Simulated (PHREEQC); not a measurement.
0.54 g of hydrous ferric oxide (600 m²/g; 0.2 weak and 0.005 strong sites per Fe, Dzombak-Morel constants, diffuse double layer) in 1 kg of water with 0.1 mol/kgw of an inert sodium salt and 2.1e-06 mol/kgw BaCl2, at 25 °C; the pH is set by adding NaOH or the inert anion's acid. Oxygen alone is held at its pressure in air (log pO2 = -0.68). The system is closed to CO2. No solid was allowed to form.

Equilibrium calculation in PHREEQC: ion-association model, wateq4f.dat.

**Question.** Predict Ba sorbed (%), surface charge σ (C/m²), surface potential ψ (mV) at pH = 6.67, 8.67, 12.

**Answer.** 
| pH | Ba sorbed (%) | surface charge σ (C/m²) | surface potential ψ (mV) |
|---|---|---|---|
| 6.67 | 1.3 | 0.063 | 67 |
| 8.67 | 95.0 | -0.020 | -27 |
| 12 | 100.0 | -0.305 | -141 |
